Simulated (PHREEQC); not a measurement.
**Polishing slurry liquid: an equilibrium model**

Solution (23 °C): 1.1 mmol/kgw H2SO4. Closed to the air; pH follows from the charge balance.

All values are PHREEQC results (ion-association model, wateq4f.dat), not measurements.

pH: 2.71
ionic strength: 0.00301 mol/kgw
total alkalinity: -2.20 meq/kg

| species | molality | activity | log γ |
|---|---|---|---|
| H+ | 0.00205 | 0.00194 | -0.024 |
| SO4-2 | 0.000955 | 0.000754 | -0.102 |
| HSO4- | 0.000145 | 0.000137 | -0.026 |

This is a speciation only: nothing precipitates in the calculation.
